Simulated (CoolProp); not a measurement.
A single-stage vapour-compression cycle with carbonyl sulfide: evaporating at 232.15 K (dew point), condensing at 287.15 K (bubble point), superheat 0 K, subcooling 0 K, compressor efficiency 0.8, no pressure losses. Each further row changes one setting.

The numbers come from the reference Helmholtz-energy equation of state, Lemmon 2006 in CoolProp. It is a short technical equation, of lower accuracy than the large ones.

| case | cooling COP | pressure ratio | discharge temperature (K) | refrigerating effect (kJ/kg) | volumetric capacity (kJ/m³) |
|---|---|---|---|---|---|
| as stated | 2.71 | 6.35 | 365.2 | 234 | 1150 |
| evaporating temperature 237.15 K | 3.11 | 5.16 | 355.4 | 236 | 1410 |
| condensing temperature 282.15 K | 3.05 | 5.54 | 354.2 | 240 | 1180 |
| subcooling 5 K | 2.79 | 6.35 | 365.2 | 240 | 1180 |
| superheat 10 K | 2.66 | 6.35 | 378.7 | 241 | 1130 |
| compressor efficiency 0.7 | 2.37 | 6.35 | 380.7 | 234 | 1150 |
